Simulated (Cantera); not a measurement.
**Thermodynamics of chlorosilane synthesis and conversion, feed SiCl4 + HCl + H2**

Feed: 1 mol SiCl4, 2.7 mol HCl, 0.28 mol H2, at 1423 K and 0.100 bar.

Equilibrium computed with Cantera from the NASA thermochemical tables; the gas is ideal and each condensed phase is pure. Candidate condensed phases: Si; 19 gas species. The tables' values for SiCl3 are old estimates; treat these amounts as uncertain. Kinetics and transport are ignored.

```json
{
  "x(HCl)": "0.695",
  "x(SiCl4)": "0.228",
  "x(H2)": "0.0568",
  "x(SiCl3)": "0.0149",
  "x(SiCl2)": "0.00384",
  "x(SiHCl3)": "0.00145",
  "x(Cl)": "5.01e-5",
  "x(H)": "5.01e-6",
  "x(SiH2Cl2)": "1.40e-6",
  "gas_amount": "4.026 mol",
  "log10 activity of Si(s) (absent)": "-3.82"
}
```
